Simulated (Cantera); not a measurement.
Cantera run:

```python
import numpy as np
import cantera as ct

gas_names = """
    Br Br2 H HBr H2 N NH NH2 NH3 N2 N2H2 N2H4 Si SiBr SiBr2 SiBr3 SiBr4 SiH SiHBr3 SiH2 SiH2Br2 SiH3
    SiH3Br SiH4 SiN Si2 Si2N Si3
""".split()
cond_names = """
    Br2(cr) Br2(L) Si(cr) Si(L) Si3N4(a)
""".split()


# ... load() reads the species with a 1 bar reference pressure and builds the phases ...
atoms = {
    'Si': {'Si': 1},
    'HBr': {'H': 1, 'Br': 1},
    'N2': {'N': 2},
}
top_T = {'Si3N4(a)': 2400}  # K; cautious upper limits of use, not melting points


# ... equilibrate(T, P, feed) seeds the gas with the atoms and calls Mixture.equilibrate('TP', solver="vcs", rtol=1e-11, max_steps=5000) ...
results = []
feed = {'Si': 1, 'HBr': 11, 'N2': 42}  # mol
T = 1375  # K
P = 13332.2  # Pa
mix = equilibrate(T, P, feed)
results.append((T, P, feed, dict(zip(mix.species_names, mix.species_moles))))
x = sorted(zip(gas.X, gas.species_names), reverse=True)
print(f"T = {T:g} K  P = {P:g} Pa  gas = {mix.phase_moles(0):.4g} mol")
print("   x: " + "  ".join(f"{s} {v:.3e}" for v, s in x if v > 0.0001))
print("   condensed (mol): " + ("  ".join(f"{mix.phase(i).name} {mix.phase_moles(i):.4g}"
      for i in range(1, mix.n_phases) if mix.phase_moles(i) > 1e-12) or "none"))
```

It prints:

```
T = 1375 K  P = 13332.2 Pa  gas = 52.26 mol
   x: N2 8.000e-01  HBr 1.591e-01  H2 2.566e-02  SiBr4 1.074e-02  SiBr2 2.032e-03  Br 1.569e-03  SiBr3 8.511e-04
   condensed (mol): Si3N4(a) 0.09481
```

Cantera equilibrium calculation (NASA polynomials, part measured and part estimated; ideal gas, pure solids and liquids). N2 is the only nitrogen source here; it is nearly inert below about 1500 K, so the nitride shown seldom forms there in practice. The tables' values for SiBr3 are old estimates; treat these amounts as uncertain.
